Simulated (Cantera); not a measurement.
Mixture: 7.12 % CH4, 19.5 % O2, 73.4 % N2, at 0.572 atm, adiabatic and at constant volume. Ignition delay is the time to a rise of 400 K.

Detailed kinetics in Cantera: GRI-Mech 3.0 (53 species, 325 reactions).

### Question
Predict: delay at 1323 K; delay at 1423 K; delay at 1523 K; delay at 1623 K; delay at 1723 K; delay at 1823 K; apparent activation energy between 1623 and 1823 K.

### Answer
```
Quantity                                                 Value
--------------------------------------------------  ----------
delay at 1323 K                                        10.8 ms
delay at 1423 K                                        3.34 ms
delay at 1523 K                                        1.25 ms
delay at 1623 K                                       0.550 ms
delay at 1723 K                                       0.274 ms
delay at 1823 K                                       0.150 ms
apparent activation energy between 1623 and 1823 K  160 kJ/mol
```
